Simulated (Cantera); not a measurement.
A freely propagating, adiabatic, planar premixed flame of 11.2 % CH4, 0.503 % C2H6, 18.6 % O2, 69.8 % N2, equivalence ratio 1.3, unburnt at 675 K and 9.87 atm; multicomponent+Soret transport, grid criteria slope 0.08 and curve 0.16, no radiation.

Computed with Cantera and GRI-Mech 3.0 (53 species, 325 reactions). Burning velocities carry a grid error of a few per cent, more on coarse grids.

x: mole fraction of selected species; z is measured from the peak of heat release.

```json
[
 {"z (mm)": "-0.223", "T (K)": "676", "u (m/s)": "0.537", "x CH4": "0.111", "x C2H6": "0.00502", "x O2": "0.185", "x CH2": "<1e-8", "x H": "<1e-8", "x H2O": "0.000273"},
 {"z (mm)": "-0.149", "T (K)": "685", "u (m/s)": "0.545", "x CH4": "0.110", "x C2H6": "0.00501", "x O2": "0.184", "x CH2": "<1e-8", "x H": "<1e-8", "x H2O": "0.00171"},
 {"z (mm)": "-0.112", "T (K)": "711", "u (m/s)": "0.568", "x CH4": "0.107", "x C2H6": "0.00498", "x O2": "0.182", "x CH2": "<1e-8", "x H": "<1e-8", "x H2O": "0.00550"},
 {"z (mm)": "-0.0745", "T (K)": "837", "u (m/s)": "0.674", "x CH4": "0.0969", "x C2H6": "0.00479", "x O2": "0.171", "x CH2": "<1e-8", "x H": "2.85e-8", "x H2O": "0.0216"},
 {"z (mm)": "-0.0372", "T (K)": "1306", "u (m/s)": "1.07", "x CH4": "0.0636", "x C2H6": "0.00337", "x O2": "0.123", "x CH2": "___", "x H": "1.36e-5", "x H2O": "0.0764"},
 {"z (mm)": "-0.0186", "T (K)": "1703", "u (m/s)": "1.42", "x CH4": "0.0343", "x C2H6": "0.00160", "x O2": "0.0761", "x CH2": "___", "x H": "0.000171", "x H2O": "0.123"},
 {"z (mm)": "0", "T (K)": "2060", "u (m/s)": "1.73", "x CH4": "0.00964", "x C2H6": "0.000155", "x O2": "0.0309", "x CH2": "4.22e-5", "x H": "0.00107", "x H2O": "0.164"},
 {"z (mm)": "0.0186", "T (K)": "2228", "u (m/s)": "1.88", "x CH4": "0.00161", "x C2H6": "4.50e-6", "x O2": "0.00879", "x CH2": "4.21e-5", "x H": "0.00226", "x H2O": "0.181"},
 {"z (mm)": "0.0372", "T (K)": "2280", "u (m/s)": "1.92", "x CH4": "0.000289", "x C2H6": "1.57e-7", "x O2": "0.00239", "x CH2": "___", "x H": "0.00262", "x H2O": "0.184"},
 {"z (mm)": "0.0745", "T (K)": "2308", "u (m/s)": "1.94", "x CH4": "2.12e-5", "x C2H6": "<1e-8", "x O2": "0.000313", "x CH2": "___", "x H": "0.00225", "x H2O": "0.184"},
 {"z (mm)": "0.149", "T (K)": "2325", "u (m/s)": "1.95", "x CH4": "8.99e-7", "x C2H6": "<1e-8", "x O2": "6.52e-5", "x CH2": "___", "x H": "0.00152", "x H2O": "0.184"},
 {"z (mm)": "0.298", "T (K)": "2334", "u (m/s)": "1.96", "x CH4": "3.90e-8", "x C2H6": "<1e-8", "x O2": "2.54e-5", "x CH2": "<1e-8", "x H": "0.000998", "x H2O": "0.185"},
 {"z (mm)": "0.596", "T (K)": "2337", "u (m/s)": "1.96", "x CH4": "<1e-8", "x C2H6": "<1e-8", "x O2": "1.53e-5", "x CH2": "<1e-8", "x H": "0.000794", "x H2O": "0.185"}
]
```

Problem. Fill in the missing entries.

Solution. 
- -0.0372, x CH2: 4.43e-8
- -0.0186, x CH2: 3.17e-6
- 0.0372, x CH2: 1.28e-5
- 0.0745, x CH2: 9.24e-7
- 0.149, x CH2: 2.49e-8
